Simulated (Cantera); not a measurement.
Input (Python, Cantera) and output of one run.

```python
import numpy as np
import cantera as ct

gas_names = """
    CL CL2 H HCL H2 Si SiCL SiCL2 SiCL3 SiCL4 SiH SiHCL3 SiH2 SiH2CL2 SiH3 SiH3CL SiH4 Si2 Si3
""".split()
cond_names = """
    Si(cr) Si(L)
""".split()


# ... load() reads the species with a 1 bar reference pressure and builds the phases ...
atoms = {
    'Si': {'Si': 1},
    'HCl': {'H': 1, 'CL': 1},
    'H2': {'H': 2},
}
top_T = {}  # K; cautious upper limits of use, not melting points


# ... equilibrate(T, P, feed) seeds the gas with the atoms and calls Mixture.equilibrate('TP', solver="vcs", rtol=1e-11, max_steps=5000) ...
results = []
T = 1023.15  # K
P = 1400000  # Pa
for m in [0.53, 0.66, 0.82, 1, 1.3, 1.6, 2, 2.4, 3, 3.8, 4.7]:
    feed = {'Si': 1, 'HCl': m, 'H2': 12}  # mol
    mix = equilibrate(T, P, feed)
    results.append((T, P, feed, dict(zip(mix.species_names, mix.species_moles))))

top = {s: max(r[3][s] / sum(r[3][g] for g in gas_names) for r in results) for s in gas_names}
cols = sorted((s for s in top if top[s] > 1e-06), key=lambda s: -top[s])[:8]
seen = [c for c in cond_names if any(r[3].get(c, 0) > 1e-12 for r in results)]
print("log10 of partial pressures in bar; condensed amounts in mol")
print(f"{'n(HCl)':>10s}" + "".join(f"{s[:9]:>10s}" for s in cols + seen))
for T, P, feed, n in results:
    ng = sum(n[g] for g in gas_names)
    print(f"{feed['HCl']:10.4g}" + "".join(f"{np.log10(max(n[s] / ng * P / 1e5, 1e-99)):10.3f}" for s in cols)
          + "".join(f"{n.get(c, 0):10.4g}" for c in seen))
```

Result:

```
log10 of partial pressures in bar; condensed amounts in mol
    n(HCl)        H2     SiCL4       HCL    SiHCL3   SiH2CL2    SiH3CL     SiCL3     SiCL2    Si(cr)
      0.53     1.139    -1.395    -1.363    -0.964    -1.490    -2.604    -3.167    -3.615    0.8368
      0.66     1.138    -1.272    -1.333    -0.873    -1.430    -2.576    -3.075    -3.554    0.7969
      0.82     1.136    -1.154    -1.305    -0.785    -1.373    -2.549    -2.987    -3.495     0.748
         1     1.134    -1.048    -1.279    -0.707    -1.322    -2.525    -2.907    -3.442    0.6932
       1.3     1.131    -0.911    -1.246    -0.606    -1.256    -2.496    -2.805    -3.374    0.6026
       1.6     1.128    -0.806    -1.222    -0.528    -1.207    -2.474    -2.726    -3.321    0.5125
         2     1.124    -0.696    -1.196    -0.448    -1.156    -2.452    -2.643    -3.266    0.3931
       2.4     1.120    -0.608    -1.176    -0.384    -1.116    -2.436    -2.578    -3.222    0.2743
         3     1.115    -0.505    -1.153    -0.309    -1.069    -2.418    -2.500    -3.171   0.09709
       3.8     1.109    -0.231    -0.718    -0.475    -1.675    -3.464    -2.663    -3.771         0
       4.7     1.092    -0.109    -0.131    -0.957    -2.761    -5.154    -3.136    -4.840         0
```

Method: chemical equilibrium by Gibbs-energy minimisation in Cantera with the NASA 1993 tables (ideal gas, pure condensed phases). The tables' values for SiCl3 are old estimates; treat these amounts as uncertain.
